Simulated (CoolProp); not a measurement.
Vapour-liquid equilibrium of propylene (1) + R114 (2) at 34.85 °C; x and y are mole fractions of (1).

Model: multi-fluid Helmholtz-energy mixture model, Lemmon 2013 and Platzer 1990; pair parameters Bell 2016, in CoolProp. This equation is an older, rougher fit; its heat capacities, sound speeds and derivatives of the liquid may be far off and weren't checked against measurements.

Q: Give the bubble pressure and the first vapour's composition at x = 0.35, 0.5, 0.65. Is there an azeotrope?

A: x = 0.35: 0.7726 MPa, y = 0.708; x = 0.5: 0.9461 MPa, y = 0.797; x = 0.65: 1.103 MPa, y = 0.861. No azeotrope shows between x = 0.05 and 0.95.

The pair parameters rest on a limited set of measurements; away from them the model extrapolates.
